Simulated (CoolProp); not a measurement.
Vapour-liquid equilibrium of ammonia (1) + benzene (2) at 365 K; x and y are mole fractions of (1).

The numbers come from the multi-fluid Helmholtz-energy mixture model, Gao 2020 and Thol 2012; pair parameters Bell 2016 in CoolProp.

Give the bubble pressure and the first vapour's composition at x = 0.125, 0.725, 0.8. Is there an azeotrope?

x = 0.125: 1.125 MPa, y = 0.863; x = 0.725: 3.853 MPa, y = 0.962; x = 0.8: 4.162 MPa, y = 0.969. No azeotrope shows between x = 0.05 and 0.95.

The pair parameters rest on a limited set of measurements; away from them the model extrapolates. The gap from Raoult's law changes sign with composition, which may be real or a fault of the pair parameters; it wasn't checked against measurements.
